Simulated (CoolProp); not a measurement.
R142b at 240.35 K and 0.0173 MPa is compressed adiabatically to 0.0347 MPa with isentropic efficiency 0.6. Each further row changes one setting.

The numbers come from the reference Helmholtz-energy equation of state, Lemmon 2006 in CoolProp. It is a short technical equation, of lower accuracy than the large ones.

```json
[
 {"case": "as stated", "work (kJ/kg)": "23.7", "final temperature (K)": "272.2", "final density (kg/m³)": "1.56"},
 {"case": "efficiency 1", "work (kJ/kg)": "14.2", "final temperature (K)": "260.1", "final density (kg/m³)": "1.64"},
 {"case": "efficiency 0.65", "work (kJ/kg)": "21.9", "final temperature (K)": "269.9", "final density (kg/m³)": "1.57"}
]
```
